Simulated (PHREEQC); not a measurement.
PHREEQC input (ion-association model, wateq4f.dat):

```
SOLUTION_MASTER_SPECIES
  An  An-  0  An  62.0  # stands for a non-complexing anion
SOLUTION_SPECIES
  An- = An-
    -log_k 0
    -gamma 3.0 0
PHASES
  Fix_H+
    H+ = H+
    -log_k 0
SOLUTION 1
  temp 25
  units mmol/kgw
  pH 7 charge
  B 0.00071
  Na 300
  An 300
END
SELECTED_OUTPUT 1
  -reset false
  -pH true
  -pe true
  -ionic_strength true
  -water true
  -totals B Na
  -molalities Hfo_wOH Hfo_wOH2+ Hfo_wO- Hfo_sOH Hfo_sOH2+ Hfo_sO- Hfo_wH2BO3
USER_PUNCH 1
  -headings sigma psi
  10 PUNCH EDL("sigma", "Hfo"), EDL("psi", "Hfo")
PRINT
  -reset false
USE solution 1
SURFACE 1
  Hfo_wOH 0.000404494 600 0.18
  Hfo_sOH 1.01124e-05
EQUILIBRIUM_PHASES 1
  Fix_H+ -3 HAn 10
    -force_equality true
  O2(g) -0.68 10
END
# ... the last block is repeated for the other 12 points of pH, with NaOH or the acid as the point needs
```

Selected output (columns that matter, 13 of 13 rows; pH added in front):

```
pH	mu	B	Na	m_Hfo_wOH	m_Hfo_wOH2+	m_Hfo_wO-	m_Hfo_sOH	m_Hfo_sOH2+	m_Hfo_sO-	m_Hfo_wH2BO3	sigma	psi
3	0.30149	7.0999e-07	0.3	2.7299e-06	0.00040176	4.2493e-10	6.8247e-08	1.0044e-05	1.0623e-11	8.7502e-12	0.36793	0.12554
3.5	0.30061	7.0997e-07	0.3	8.3051e-06	0.00039618	3.9884e-09	2.0763e-07	9.9047e-06	9.971e-11	2.6614e-11	0.36282	0.1249
4	0.30032	7.0992e-07	0.3	2.3414e-05	0.00038105	3.2958e-08	5.8534e-07	9.5262e-06	8.2395e-10	7.5019e-11	0.34893	0.12296
4.5	0.30022	7.0982e-07	0.3	5.6461e-05	0.00034782	2.0996e-07	1.4115e-06	8.6956e-06	5.2491e-09	1.8087e-10	0.31834	0.11834
5	0.30016	7.0965e-07	0.3	0.0001089	0.00029468	9.2188e-07	2.7224e-06	7.3669e-06	2.3047e-08	3.4873e-10	0.26902	0.10989
5.5	0.30012	7.0946e-07	0.3	0.00016912	0.00023255	2.8175e-06	4.2281e-06	5.8139e-06	7.0439e-08	5.4133e-10	0.21039	0.097706
6	0.30009	7.0929e-07	0.3	0.00022327	0.00017468	6.5378e-06	5.5819e-06	4.367e-06	1.6345e-07	7.1402e-10	0.15398	0.082617
6.5	0.30006	7.0916e-07	0.3	0.00026412	0.00012788	1.2497e-05	6.603e-06	3.197e-06	3.1243e-07	8.4272e-10	0.10566	0.065368
7	0.30004	7.0908e-07	0.3	0.00029061	9.3109e-05	2.0778e-05	7.2652e-06	2.3278e-06	5.1946e-07	9.2109e-10	0.06624	0.046397
7.5	0.30002	7.0905e-07	0.3	0.000305	6.8288e-05	3.1207e-05	7.625e-06	1.7072e-06	7.8018e-07	9.4718e-10	0.033959	0.026026
8	0.3	7.0909e-07	0.3	0.00031033	5.0321e-05	4.3843e-05	7.7583e-06	1.258e-06	1.0961e-06	9.0601e-10	0.0059325	0.004737
8.5	0.30002	7.0924e-07	0.30003	0.00030831	3.6463e-05	5.972e-05	7.7078e-06	9.1158e-07	1.493e-06	7.5684e-10	-0.021299	-0.016733
9	0.30004	7.0951e-07	0.30007	0.00029824	2.5113e-05	8.1141e-05	7.456e-06	6.2782e-07	2.0285e-06	4.8699e-10	-0.05131	-0.037583
```

The oxide is taken as insoluble; below pH 4 it would dissolve.
